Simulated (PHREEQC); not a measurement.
Consider water at 25 °C with 0.046 mol H2SO4, 6.5e-06 mol H4SiO4 and 0.0032 mol KH2PO4 per kg of water. Closed to the air; pH follows from the charge balance.

Model: ion-association model, wateq4f.dat, run in PHREEQC.

This is a speciation only: nothing precipitates in the calculation.

### Question
Predict the pH, ionic strength.

### Answer
pH 1.32; ionic strength 0.0735 mol/kgw.

### Question
In which forms is P present?

### Answer
H3PO4 85 %, H2PO4- 15 % of the P.

H3PO4, which wateq4f.dat lacks, is added to it with the constant of phreeqc.dat.
